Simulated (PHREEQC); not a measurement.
Dissolve 3.9 mmol/kgw NH4HF2, 71 mmol/kgw (NH4)2SiF6, 0.039 mmol/kgw HBF4 and 42 mmol/kgw H2SO4 at 35 °C. Closed to the air; pH follows from the charge balance.

Computed with PHREEQC (ion-association model, phreeqc.dat).

Each row changes one thing in this solution. No solid was allowed to form.

| case | pH | ionic strength (mol/kgw) | NH4+ (mol/kgw) | HF (mol/kgw) | F- (mol/kgw) | BF4- (mol/kgw) |
|---|---|---|---|---|---|---|
| as made | 1.36 | 0.280 | 0.141 | 0.0112 | 0.000226 | 3.44e-5 |
| H2SO4 left out | 3.20 | ? | 0.146 | 0.00363 | ? | 2.99e-5 |
| 0.058 mol/kgw HCl added | 1.08 | 0.329 | 0.142 | 0.0128 | 0.000139 | 3.45e-5 |
| (NH4)2SiF6 replaced by (CH3)4NF at the same molality | ? | 0.113 | 0.00345 | 0.0668 | 0.00779 | 3.87e-5 |
| (NH4)2SiF6 from 0.071 to 0.106 mol/kgw | 1.36 | ? | 0.209 | ? | 0.000241 | 3.50e-5 |

Q: Complete the blanks.

A: 
- H2SO4 left out, ionic strength (mol/kgw): 0.218
- H2SO4 left out, F- (mol/kgw): 0.00485
- (NH4)2SiF6 replaced by (CH3)4NF at the same molality, pH: 2.19
- (NH4)2SiF6 from 0.071 to 0.106 mol/kgw, ionic strength (mol/kgw): 0.385
- (NH4)2SiF6 from 0.071 to 0.106 mol/kgw, HF (mol/kgw): 0.0114

Species that the database lacks are ignored. Some of these states are supersaturated (in Quartz (slow to form), Chalcedony (slow to form), for instance). SiF6-2 is the database's only silicon fluoride. Real BF4- forms and hydrolyses slowly; the run takes it at equilibrium.
